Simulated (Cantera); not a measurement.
Cantera run:

```python
import numpy as np
import cantera as ct

gas_names = [...]  # 116 gases of nasa_gas.yaml made of C, H, Mg, O
cond_names = """
    C(gr) C6H6(L) C7H8(L) C8H18(L),n-octa H2O(s) H2O(L) Mg(cr) Mg(L) MgCO3(s) MgO(s) MgO(L) MgO2H2(s)
""".split()


# ... load() reads the species with a 1 bar reference pressure and builds the phases ...
atoms = {
    'MgO': {'Mg': 1, 'O': 1},
    'CH4': {'C': 1, 'H': 4},
    'CO': {'C': 1, 'O': 1},
}
top_T = {'C(gr)': 4500}  # K; cautious upper limits of use, not melting points


# ... equilibrate(T, P, feed) seeds the gas with the atoms and calls Mixture.equilibrate('TP', solver="vcs", rtol=1e-11, max_steps=5000) ...
results = []
feed = {'MgO': 1, 'CH4': 4.1, 'CO': 0.067}  # mol
P = 13332.2  # Pa
for T in [1023, 1123, 1223, 1323, 1423, 1523, 1623, 1723, 1823]:
    mix = equilibrate(T, P, feed)
    results.append((T, P, feed, dict(zip(mix.species_names, mix.species_moles))))

top = {s: max(r[3][s] / sum(r[3][g] for g in gas_names) for r in results) for s in gas_names}
cols = sorted((s for s in top if top[s] > 1e-05), key=lambda s: -top[s])[:6]
seen = [c for c in cond_names if any(r[3].get(c, 0) > 1e-12 for r in results)]
print("log10 of partial pressures in bar; condensed amounts in mol")
print(f"{'T/K':>10s}" + "".join(f"{s[:9]:>10s}" for s in cols + seen))
for T, P, feed, n in results:
    ng = sum(n[g] for g in gas_names)
    print(f"{T:10.4g}" + "".join(f"{np.log10(max(n[s] / ng * P / 1e5, 1e-99)):10.3f}" for s in cols)
          + "".join(f"{n.get(c, 0):10.4g}" for c in seen))
```

It prints:

```
log10 of partial pressures in bar; condensed amounts in mol
       T/K        H2        CO        Mg       CH4         H       MgH     C(gr)    MgO(s)
      1023    -0.883    -2.978   -13.399    -2.891    -8.824   -16.154     4.023         1
      1123    -0.880    -2.968   -10.553    -3.293    -7.811   -13.215     4.069         1
      1223    -0.879    -2.967    -8.174    -3.634    -6.962   -10.759     4.086         1
      1323    -0.879    -2.966    -6.161    -3.926    -6.239    -8.680     4.093         1
      1423    -0.879    -2.952    -4.449    -4.177    -5.617    -6.912     4.094    0.9978
      1523    -0.883    -2.752    -3.156    -4.405    -5.078    -5.572     4.053    0.9561
      1623    -0.909    -2.257    -2.346    -4.648    -4.615    -4.733     3.797    0.6988
      1723    -0.973    -1.858    -1.888    -4.944    -4.226    -4.269     3.098         0
      1823    -0.973    -1.858    -1.889    -5.093    -3.850    -4.236     3.096         0
```

Cantera equilibrium calculation (NASA polynomials, part measured and part estimated; ideal gas, pure solids and liquids). The tables' values for MgH are old estimates; treat these amounts as uncertain.
